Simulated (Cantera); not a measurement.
An isothermal, constant-pressure homogeneous reactor starts with NO : N₂ = 1 : 14 (molar parts), at 1598 K and 0.987 atm.

Computed with Cantera and GRI-Mech 3.0 (53 species, 325 reactions).

x: mole fraction; the columns are a selection and need not sum to one.

```csv
t (s),x NO,x O,x N₂,x NO₂,x N₂O,x O₂
4.00e-5,0.0667,?,0.933,1.11e-9,5.35e-9,<1e-12
0.000105,0.0667,?,0.933,6.10e-9,1.40e-8,4.58e-12
0.000276,0.0667,?,0.933,2.62e-8,3.66e-8,2.08e-11
0.000726,0.0667,?,0.933,8.66e-8,9.44e-8,8.08e-11
0.00191,0.0667,?,0.933,2.56e-7,2.37e-7,3.53e-10
0.00502,0.0667,?,0.933,7.57e-7,5.51e-7,2.38e-9
0.0132,0.0667,?,0.933,2.33e-6,1.08e-6,2.86e-8
0.0346,0.0667,?,0.933,6.66e-6,1.54e-6,4.77e-7
0.0910,0.0666,?,0.933,1.21e-5,1.63e-6,5.33e-6
0.239,0.0666,3.32e-7,0.933,1.32e-5,1.63e-6,2.50e-5
0.629,0.0665,3.48e-7,0.933,1.38e-5,1.63e-6,7.77e-5
1.65,0.0662,?,0.934,1.54e-5,1.62e-6,0.000216
4.34,0.0655,?,0.934,1.86e-5,1.58e-6,0.000575
11.4,0.0636,?,0.935,2.47e-5,1.50e-6,0.00149
30.0,0.0592,?,0.937,3.34e-5,1.30e-6,0.00371
```

Some entries are withheld; supply them.


- 4.00e-5, x O: 4.25e-9
- 0.000105, x O: 8.03e-9
- 0.000276, x O: 1.12e-8
- 0.000726, x O: 1.34e-8
- 0.00191, x O: 1.84e-8
- 0.00502, x O: 3.26e-8
- 0.0132, x O: 7.39e-8
- 0.0346, x O: 1.79e-7
- 0.0910, x O: 3.05e-7
- 1.65, x O: 3.86e-7
- 4.34, x O: 4.71e-7
- 11.4, x O: 6.38e-7
- 30.0, x O: 9.24e-7
